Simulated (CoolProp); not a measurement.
A simple Rankine cycle with fluoroethane (R161): condensing at 318.15 K, boiler at 3.78 MPa, turbine inlet 400.4 K, turbine efficiency 0.7, pump efficiency 0.7, no recuperator. Each further row changes one setting.

The numbers come from the reference Helmholtz-energy equation of state, Wu 2012 in CoolProp.

```csv
case,thermal efficiency (%),net work (kJ/kg),heat in (kJ/kg),turbine exit temperature (K),volume ratio over the turbine
as stated,7.0,27.7,398,357.5,2.50
turbine inlet 420.4 K,?,31.3,?,379.9,2.47
condensing temperature 310.15 K,?,?,417,349.5,3.04
boiler pressure 2.65 MPa,?,19.3,422,?,?
turbine efficiency 0.6,5.8,23.1,398,360.3,2.54
```

### Question
Fill in the missing entries.

### Answer

- turbine inlet 420.4 K, thermal efficiency (%): 7.1
- turbine inlet 420.4 K, heat in (kJ/kg): 439
- condensing temperature 310.15 K, thermal efficiency (%): 8.2
- condensing temperature 310.15 K, net work (kJ/kg): 34.3
- boiler pressure 2.65 MPa, thermal efficiency (%): 4.6
- boiler pressure 2.65 MPa, turbine exit temperature (K): 376.8
- boiler pressure 2.65 MPa, volume ratio over the turbine: 1.72
